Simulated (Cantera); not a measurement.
An adiabatic, constant-volume homogeneous reactor starts with H2 : O2 : N2 = 1 : 0.526 : 1.98 (molar parts), at 1175 K and 9.87 atm. Integrator tolerance rtol = 1e-08.

Model: GRI-Mech 3.0 (53 species, 325 reactions), integrated in Cantera. The hydrogen kinetics of GRI-Mech 3.0 are dated; newer H2 mechanisms differ, most at raised pressure. Above 3000 K some thermodynamic fits are extrapolated.

Task: What does this change do: initial temperature 1175 to 1025 K?

Result: 
```tsv
quantity	before	after
time of steepest temperature rise	0.132 ms	4.65 ms
temperature at 2.00 s	3116 K	3069 K
equilibrium temperature	3116 K	3069 K
x(H2) at 2.00 s	0.0329 (gas-phase equilibrium 0.0329)	0.0286 (gas-phase equilibrium 0.0286)
x(O2) at 2.00 s	0.0126 (gas-phase equilibrium 0.0126)	0.0117 (gas-phase equilibrium 0.0117)
x(H2O2) at 2.00 s	3.04e-6 (gas-phase equilibrium 3.04e-6)	3.00e-6 (gas-phase equilibrium 3.00e-6)
x(N2O) at 2.00 s	2.98e-6 (gas-phase equilibrium 2.98e-6)	2.89e-6 (gas-phase equilibrium 2.89e-6)
x(O) at 2.00 s	0.00388 (gas-phase equilibrium 0.00388)	0.00303 (gas-phase equilibrium 0.00303)
```

Task: What does this change do: pressure from 9.87 atm to 1.00 atm?

Result: 
| quantity | before | after |
|---|---|---|
| time of steepest temperature rise | 0.132 ms | 51.0 µs |
| temperature at 2.00 s | 3116 K | 2912 K |
| equilibrium temperature | 3116 K | 2912 K |
| x(H2) at 2.00 s | 0.0329 (gas-phase equilibrium 0.0329) | 0.0426 (gas-phase equilibrium 0.0426) |
| x(O2) at 2.00 s | 0.0126 (gas-phase equilibrium 0.0126) | 0.0171 (gas-phase equilibrium 0.0171) |
| x(H2O2) at 2.00 s | 3.04e-6 (gas-phase equilibrium 3.04e-6) | 7.46e-7 (gas-phase equilibrium 7.46e-7) |
| x(N2O) at 2.00 s | 2.98e-6 (gas-phase equilibrium 2.98e-6) | 8.19e-7 (gas-phase equilibrium 8.19e-7) |
| x(O) at 2.00 s | 0.00388 (gas-phase equilibrium 0.00388) | 0.00726 (gas-phase equilibrium 0.00726) |

Task: What does this change do: initial temperature 1175 to 1400 K?

Result: 
| quantity | before | after |
|---|---|---|
| time of steepest temperature rise | 0.132 ms | 2.29 µs |
| temperature at 2.00 s | 3116 K | 3183 K |
| equilibrium temperature | 3116 K | 3183 K |
| x(H2) at 2.00 s | 0.0329 (gas-phase equilibrium 0.0329) | 0.0393 (gas-phase equilibrium 0.0393) |
| x(O2) at 2.00 s | 0.0126 (gas-phase equilibrium 0.0126) | 0.0140 (gas-phase equilibrium 0.0140) |
| x(H2O2) at 2.00 s | 3.04e-6 (gas-phase equilibrium 3.04e-6) | 3.11e-6 (gas-phase equilibrium 3.11e-6) |
| x(N2O) at 2.00 s | 2.98e-6 (gas-phase equilibrium 2.98e-6) | 3.13e-6 (gas-phase equilibrium 3.13e-6) |
| x(O) at 2.00 s | 0.00388 (gas-phase equilibrium 0.00388) | 0.00541 (gas-phase equilibrium 0.00541) |
